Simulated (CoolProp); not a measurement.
Vapour-liquid equilibrium of CF4 (R14) (1) + ethane (2) at 181.2 K; x and y are mole fractions of (1).

Values from CoolProp's multi-fluid Helmholtz-energy mixture model, Platzer 1990 and Bücker 2006; pair parameters Bell 2016. This equation is an older, rougher fit; its heat capacities, sound speeds and derivatives of the liquid may be far off and weren't checked against measurements.

Problem. Give the bubble pressure and the first vapour's composition at x = 0.2, 0.5, 0.95. Is there an azeotrope?

Solution. x = 0.2: 5.288 bar, y = 0.842; x = 0.5: 6.004 bar, y = 0.866; x = 0.95: 7.228 bar, y = 0.972. No azeotrope shows between x = 0.05 and 0.95.

Pair parameters are fitted to limited data, so mixtures are less certain than the pure fluids. With so large a gap from Raoult's law the liquid may split in two, which this calculation doesn't test in full.
